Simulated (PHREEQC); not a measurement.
Solution (25 °C): 0.37 mol/kgw CuSO4, 0.0065 mol/kgw ZnCl2 and 0.005 mol/kgw Na2SO4. Closed to the air; pH follows from the charge balance.

Equilibrium calculation in PHREEQC: ion-association model, wateq4f.dat.

No solid was allowed to form.

Question: Predict the pH, ionic strength.

Answer: pH 4.38; ionic strength 0.689 mol/kgw.

Question: In which forms is Cu present?

Answer: CuSO4 54 %, Cu+2 45 % of the Cu.

The solution is supersaturated, for example in Antlerite, Brochantite, so a real one may precipitate; this is no full list. Complexes and solids missing from the database can't appear.
